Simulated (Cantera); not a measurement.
Equilibrium for silicon nitride deposition: trisilylamine + N₂

Feed: 1 mol trisilylamine, 1.4 mol N₂, equilibrated at 452 °C and 0.000370 bar.

Method: chemical equilibrium by Gibbs-energy minimisation in Cantera with the NASA 1993 tables (ideal gas, pure condensed phases). Candidate condensed phases: Si, Si₃N₄; 18 gas species. The feed counts by its element totals alone. The numbers say what is thermodynamically allowed, not how fast it happens.

```json
{
  "x(H₂)": "1.00",
  "n(Si(s))": "0.150 mol",
  "n(Si₃N₄(s))": "0.950 mol",
  "gas_amount": "4.500 mol"
}
```
